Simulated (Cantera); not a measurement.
Input (Python, Cantera):

```python
import numpy as np
import cantera as ct

gas = ct.Solution("gri30.yaml")
gas.TPX = 1475, 2900000, {'CO': 1, 'H2': 1.3, 'CH4': 0.11, 'O2': 0.806, 'N2': 5.88, 'H2O': 0.58}
reactor = ct.IdealGasReactor(gas, energy="on", clone=False)
net = ct.ReactorNet([reactor])
net.rtol, net.atol = 1e-08, 1e-16
show = ['CO', 'H2', 'CH4', 'N2O', 'HO2', 'C2H6', 'C2H4']
times = np.geomspace(1e-06, 2, 10)

steps = ct.SolutionArray(gas, extra=["t"])
rows = []
print(f"{'t/s':>10s}{'T/K':>9s}{'P/Pa':>11s}" + "".join(f"{s:>11s}" for s in show))
for t in times:
    while net.time < t:
        t_next = net.step()
        steps.append(gas.state, t=t_next)
    rows.append([np.interp(t, steps.t, y) for y in (steps.T, steps.P, *steps(*show).X.T)])
    print(f"{t:10.3e}{rows[-1][0]:9.1f}{rows[-1][1]:11.4g}" + "".join(f"{x:11.3e}" for x in rows[-1][2:]))
rate = np.gradient(steps.T, steps.t)
print("integrator steps:", len(steps.t))
if steps.T.max() > steps.T[0] + 200:
    print(f"time of steepest temperature rise: {steps.t[rate.argmax()]:.4e} s")
gas.TPX = 1475, 2900000, {'CO': 1, 'H2': 1.3, 'CH4': 0.11, 'O2': 0.806, 'N2': 5.88, 'H2O': 0.58}
gas.equilibrate("UV")
print(f"equilibrium (UV): T = {gas.T:.1f} K  " + "  ".join(f"{s} {gas[s].X[0]:.3e}" for s in show))
```

Output:

```
       t/s      T/K       P/Pa         CO         H2        CH4        N2O        HO2       C2H6       C2H4
 1.000e-06   1475.2    2.9e+06  1.033e-01  1.343e-01  1.136e-02  7.934e-11  1.513e-05  3.531e-09  1.143e-10
 5.013e-06   2720.0  5.051e+06  7.888e-02  4.618e-02  8.949e-11  2.634e-07  2.442e-06  5.684e-19  1.027e-14
 2.513e-05   2763.8  5.118e+06  7.771e-02  4.656e-02  1.369e-10  2.079e-07  3.262e-07  1.872e-20  1.725e-16
 1.260e-04   2761.0  5.113e+06  7.781e-02  4.674e-02  1.405e-10  2.247e-07  3.166e-07  1.956e-20  1.782e-16
 6.316e-04   2758.9   5.11e+06  7.788e-02  4.688e-02  1.434e-10  2.508e-07  3.097e-07  2.026e-20  1.830e-16
 3.166e-03   2758.9   5.11e+06  7.788e-02  4.688e-02  1.434e-10  2.510e-07  3.097e-07  2.026e-20  1.830e-16
 1.587e-02   2758.9   5.11e+06  7.788e-02  4.688e-02  1.434e-10  2.510e-07  3.097e-07  2.026e-20  1.830e-16
 7.958e-02   2758.9   5.11e+06  7.788e-02  4.688e-02  1.434e-10  2.510e-07  3.097e-07  2.026e-20  1.830e-16
 3.989e-01   2758.9   5.11e+06  7.788e-02  4.688e-02  1.434e-10  2.510e-07  3.097e-07  2.026e-20  1.830e-16
 2.000e+00   2758.9   5.11e+06  7.788e-02  4.688e-02  1.434e-10  2.510e-07  3.097e-07  2.026e-20  1.830e-16
integrator steps: 1543
time of steepest temperature rise: 4.1220e-06 s
equilibrium (UV): T = 2758.9 K  CO 7.788e-02  H2 4.688e-02  CH4 1.604e-10  N2O 2.510e-07  HO2 3.097e-07  C2H6 2.435e-20  C2H4 1.984e-16
```

Cantera simulation using GRI-Mech 3.0 (53 species, 325 reactions); the numbers are that mechanism's predictions, not measurements. The pressure lies above the range GRI-Mech 3.0 was tuned for (to about 10 atm).
